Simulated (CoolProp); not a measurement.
C3F8 (R218) along the isobar 2.5 MPa: Z from the reference equation and from simpler models built on Tc = 345.0 K, pc = 2.640 MPa, ω = 0.317; each cubic takes its own stable root.

Values from CoolProp's reference Helmholtz-energy equation of state, Lemmon 2006. It is a short technical equation, of lower accuracy than the large ones.

```
T (K)   phase  reference
-----  ------  ---------
253.4  liquid     0.1433
276.7  liquid     0.1402
300    liquid     0.1407
323.4  liquid     0.1481
346.7     gas     0.5036
370       gas     0.6897
393.3     gas     0.7747
416.7     gas     0.8293
440       gas     0.8677
```

Problem. How far does each simpler model (van der Waals, Redlich-Kwong, Soave-Redlich-Kwong, Peng-Robinson) lie from the reference over these 9 states: mean and median of the absolute difference, and the worst?

Solution. 
- van der Waals: mean 27.9 %, median 11.2 %, worst +57.2 % at 253.4 K and 2.5 MPa
- Redlich-Kwong: mean 8.1 %, median 4.2 %, worst +19.8 % at 323.4 K and 2.5 MPa
- Soave-Redlich-Kwong: mean 4.9 %, median 5.1 %, worst +13.8 % at 323.4 K and 2.5 MPa
- Peng-Robinson: mean 3.0 %, median 2.3 %, worst -6.8 % at 253.4 K and 2.5 MPa
